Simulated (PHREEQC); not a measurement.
**Arsenic or selenium liquor**

Consider water at 40 °C with 0.0022 mol/kgw Na2HAsO4, 0.00014 mol/kgw H2SO4 and 0.00031 mol/kgw CaCl2. Closed to the air; pH follows from the charge balance.

Equilibrium calculation in PHREEQC: ion-association model, wateq4f.dat.

Each row changes one thing in this solution. This is a speciation only: nothing precipitates in the calculation.

```json
[
 {"case": "as made", "pH": "7.84", "ionic strength (mol/kgw)": "0.00737", "HAsO4-2 (mol/kgw)": "0.00192", "H2AsO4- (mol/kgw)": "0.000283", "AsO4-3 (mol/kgw)": "6.76e-7"},
 {"case": "H2SO4 left out", "pH": "8.86", "ionic strength (mol/kgw)": "0.00751", "HAsO4-2 (mol/kgw)": "0.00216", "H2AsO4- (mol/kgw)": "3.07e-5", "AsO4-3 (mol/kgw)": "7.93e-6"},
 {"case": "diluted 10-fold with water", "pH": "7.89", "ionic strength (mol/kgw)": "0.000736", "HAsO4-2 (mol/kgw)": "0.000190", "H2AsO4- (mol/kgw)": "3.03e-5", "AsO4-3 (mol/kgw)": "5.46e-8"},
 {"case": "CaCl2 from 0.00031 to 0.000341 mol/kgw", "pH": "7.84", "ionic strength (mol/kgw)": "0.00746", "HAsO4-2 (mol/kgw)": "0.00192", "H2AsO4- (mol/kgw)": "0.000283", "AsO4-3 (mol/kgw)": "6.76e-7"},
 {"case": "H2SO4 replaced by CaSO4 at the same molality", "pH": "8.86", "ionic strength (mol/kgw)": "0.00805", "HAsO4-2 (mol/kgw)": "0.00216", "H2AsO4- (mol/kgw)": "3.07e-5", "AsO4-3 (mol/kgw)": "7.99e-6"},
 {"case": "CaCl2 left out", "pH": "7.85", "ionic strength (mol/kgw)": "0.00645", "HAsO4-2 (mol/kgw)": "0.00192", "H2AsO4- (mol/kgw)": "0.000283", "AsO4-3 (mol/kgw)": "6.68e-7"},
 {"case": "H2SO4 from 0.00014 to 2.8e-05 mol/kgw", "pH": "8.50", "ionic strength (mol/kgw)": "0.00749", "HAsO4-2 (mol/kgw)": "0.00213", "H2AsO4- (mol/kgw)": "6.93e-5", "AsO4-3 (mol/kgw)": "3.40e-6"},
 {"case": "CaCl2 replaced by HCl at the same molality", "pH": "7.46", "ionic strength (mol/kgw)": "0.00615", "HAsO4-2 (mol/kgw)": "0.00161", "H2AsO4- (mol/kgw)": "0.000591", "AsO4-3 (mol/kgw)": "2.25e-7"},
 {"case": "Na2HAsO4 from 0.0022 to 0.00242 mol/kgw", "pH": "7.88", "ionic strength (mol/kgw)": "0.00803", "HAsO4-2 (mol/kgw)": "0.00214", "H2AsO4- (mol/kgw)": "0.000283", "AsO4-3 (mol/kgw)": "8.44e-7"}
]
```

Species that the database lacks are ignored. Constants without temperature data keep their 25 °C values here. The database has no arsenate complexes of Ca.
